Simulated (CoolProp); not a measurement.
Vapour-liquid equilibrium of R22 (1) + C3F8 (R218) (2) at 279.6 K; x and y are mole fractions of (1).

Computed with CoolProp (multi-fluid Helmholtz-energy mixture model, Kamei 1995 and Lemmon 2006; pair parameters Bell 2016).

Q: Give the bubble pressure and the first vapour's composition at x = 0.65, 0.8, 0.95. Is there an azeotrope?

A: x = 0.65: 750.6 kPa, y = 0.633; x = 0.8: 731.2 kPa, y = 0.724; x = 0.95: 659.4 kPa, y = 0.893. y crosses x between x = 0.5 and 0.65: the model has an azeotrope there.

The pair parameters rest on a limited set of measurements; away from them the model extrapolates.
